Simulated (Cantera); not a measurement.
Mixture: 5.36 % CH4, 18.5 % O2, 69.7 % N2, 6.43 % H2, at 18.8 atm, adiabatic and at constant volume. Ignition delay is the time to a rise of 400 K.

Cantera simulation using GRI-Mech 3.0 (53 species, 325 reactions); the numbers are that mechanism's predictions, not measurements. The pressure lies above the range GRI-Mech 3.0 was tuned for (to about 10 atm).

**Question.** Predict: delay at 1225 K; delay at 1425 K; delay at 1625 K; delay at 1825 K; delay at 2025 K; apparent activation energy between 1825 and 2025 K.

**Answer.** 
* **delay at 1225 K**: 0.124 ms
* **delay at 1425 K**: 14.1 µs
* **delay at 1625 K**: 4.27 µs
* **delay at 1825 K**: 1.74 µs
* **delay at 2025 K**: 0.829 µs
* **apparent activation energy between 1825 and 2025 K**: 110 kJ/mol
